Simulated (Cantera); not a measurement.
Input: 1 mol TEOS, 0.15 mol CO2, held at 0.940 bar.

Equilibrium computed with Cantera from the NASA thermochemical tables; the gas is ideal and each condensed phase is pure. Candidate condensed phases: C, C6H6, C7H8, C8H18, H2O, Si, SiC, SiO2; 123 gas species. The feed counts by its element totals alone. Kinetics and transport are ignored. All values below are at 825 K.

Base state: H2 0.527, CH4 0.236, H2O 0.175, CO2 0.0334, CO 0.0281 (mole fractions); condensed: C(graphite) + SiO2(α-quartz).

Problem. What changes in the equilibrium state with this change: CO2 from 0.15 to 24 mol?

Solution. 
```csv
species,before,after
CO2,0.0334,0.597
H2O,0.175,0.160
CO,0.0281,0.119
H2,0.527,0.113
CH4,0.236,0.0109
"C(graphite), mol",5.62,7.32
"SiO2(α-quartz), mol",1.00,1.00
```

Problem. What changes in the equilibrium state with this change: pressure from 0.940 bar to 0.230 bar?

Solution. 
```tsv
species	before	after
H2	0.527	0.698
H2O	0.175	0.113
CH4	0.236	0.101
CO	0.0281	0.0558
CO2	0.0334	0.0322
C(graphite), mol	5.62	6.28
SiO2(α-quartz), mol	1.00	1.00
```
